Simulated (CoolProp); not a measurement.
Aqueous ethanol as a coolant, 53 % by mass, freezing at -39.8 °C, 1 atm.

The numbers come from the Melinder's fits for secondary coolants in CoolProp.

```csv
T (°C),density (kg/m³),cp (kJ/(kg K)),Prandtl number,viscosity (mPa s)
-31.4,948.0,3.109,423,40.0
-26.2,943.8,3.192,299,27.6
-21.1,939.7,3.271,218,19.7
-16,935.6,3.345,163,14.5
-10.8,931.5,3.418,124,10.8
-5.7,927.4,3.485,96.4,8.29
-0.5,923.2,3.549,76.2,6.46
4.6,919.2,3.608,61.5,5.14
9.8,915.0,3.663,50.1,4.14
14.9,910.9,3.712,41.5,3.40
20.1,906.7,3.757,34.6,2.81
25.2,902.6,3.796,29.2,2.36
30.3,898.4,3.830,24.8,1.99
```
